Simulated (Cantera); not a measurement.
Mixture: 5.00 % CH4, 1.35 % CO, 19.7 % O2, 74.0 % N2, equivalence ratio 0.54, at 9.87 atm, adiabatic and at constant volume. Ignition delay is the time to a rise of 400 K.

Model: GRI-Mech 3.0 (53 species, 325 reactions), integrated in Cantera.

Q: Predict: delay at 1150 K; delay at 1350 K; delay at 1550 K; delay at 1750 K; delay at 1950 K; apparent activation energy between 1750 and 1950 K.

A: 
```json
{
 "delay at 1150 K": "8.34 ms",
 "delay at 1350 K": "0.662 ms",
 "delay at 1550 K": "91.6 µs",
 "delay at 1750 K": "19.5 µs",
 "delay at 1950 K": "5.87 µs",
 "apparent activation energy between 1750 and 1950 K": "170 kJ/mol"
}
```
